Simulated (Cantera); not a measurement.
Cantera run:

```python
import numpy as np
import cantera as ct

gas_names = [...]  # 123 gases of nasa_gas.yaml made of C, H, O, Si
cond_names = """
    C(gr) C6H6(L) C7H8(L) C8H18(L),n-octa H2O(s) H2O(L) Si(cr) Si(L) SiC(b) SiO2(Lqz) SiO2(hqz) SiO2(L)
""".split()


# ... load() reads the species with a 1 bar reference pressure and builds the phases ...
atoms = {
    'HMDSO': {'Si': 2, 'C': 6, 'H': 18, 'O': 1},
    'O2': {'O': 2},
    'H2': {'H': 2},
}
top_T = {'C(gr)': 4500, 'SiC(b)': 3050}  # K; cautious upper limits of use, not melting points


# ... equilibrate(T, P, feed) seeds the gas with the atoms and calls Mixture.equilibrate('TP', solver="vcs", rtol=1e-11, max_steps=5000) ...
results = []
feed = {'HMDSO': 1, 'O2': 0.49, 'H2': 4.5}  # mol
T = 2100  # K
for P in [5, 21, 85, 350, 1400, 5900, 24000, 100000]:
    mix = equilibrate(T, P, feed)
    results.append((T, P, feed, dict(zip(mix.species_names, mix.species_moles))))

top = {s: max(r[3][s] / sum(r[3][g] for g in gas_names) for r in results) for s in gas_names}
cols = sorted((s for s in top if top[s] > 1e-06), key=lambda s: -top[s])[:5]
seen = [c for c in cond_names if any(r[3].get(c, 0) > 1e-12 for r in results)]
print("log10 of partial pressures in bar; condensed amounts in mol")
print(f"{'P/Pa':>10s}" + "".join(f"{s[:9]:>10s}" for s in cols + seen))
for T, P, feed, n in results:
    ng = sum(n[g] for g in gas_names)
    print(f"{P:10.4g}" + "".join(f"{np.log10(max(n[s] / ng * P / 1e5, 1e-99)):10.3f}" for s in cols)
          + "".join(f"{n.get(c, 0):10.4g}" for c in seen))
```

It prints:

```
log10 of partial pressures in bar; condensed amounts in mol
      P/Pa        H2         H        CO        Si      SiC2     C(gr)    SiC(b)
         5    -4.604    -4.808    -5.321    -5.359    -6.550     3.735         0
        21    -3.859    -4.436    -4.643    -4.983    -6.174     2.911    0.9449
        85    -3.183    -4.098    -3.996    -4.983    -6.174     2.229     1.743
       350    -2.540    -3.777    -3.366    -4.983    -6.174     2.075     1.921
      1400    -1.926    -3.469    -2.758    -4.983    -6.174     2.039     1.963
      5900    -1.295    -3.154    -2.130    -4.983    -6.174      2.03     1.974
   2.4e+04    -0.683    -2.848    -1.519    -4.983    -6.174     2.027     1.976
     1e+05    -0.062    -2.537    -0.899    -4.983    -6.174     2.023     1.977
```

These are equilibrium values from Cantera (NASA tables, ideal gas, pure condensed phases), not measurements of a reactor. The feed counts by its element totals alone. Gases not in the tables: Si2H6 and higher silanes.
